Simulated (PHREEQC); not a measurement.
Dissolve 0.44 mol CuCl2, 1.3 mol HNO3 and 0.53 mol KCl per kg of water at 25 °C. Closed to the air; pH follows from the charge balance.

Model: ion-association model, phreeqc.dat, run in PHREEQC.

```
quantity                  before   after
------------------------  ------  ------
pH                          0.03    0.04
ionic strength (mol/kgw)    2.79    2.50
Cl- (mol/kgw)               1.22    1.06
Cu+2 (mol/kgw)             0.270   0.131
CuCl+ (mol/kgw)            0.153   0.273
CuCl2 (mol/kgw)           0.0165  0.0363
SI of Sylvite (KCl)        -1.58   -1.82
```

Problem. Which change was made?
(A) CuCl2 from 0.44 to 0.044 mol/kgw
(B) diluted 5-fold with water
(C) diluted 100-fold with water
(D) KCl from 0.53 to 0.106 mol/kgw
(E) temperature from 25 to 60 °C

Solution. E, temperature from 25 to 60 °C

This is a speciation only: nothing precipitates in the calculation. The ionic strength passes 0.7 mol/kgw, the rough limit of the ion-association models, in every such run. Away from 25 °C the constants follow the database's enthalpies or fits; those with neither stay at their 25 °C values.
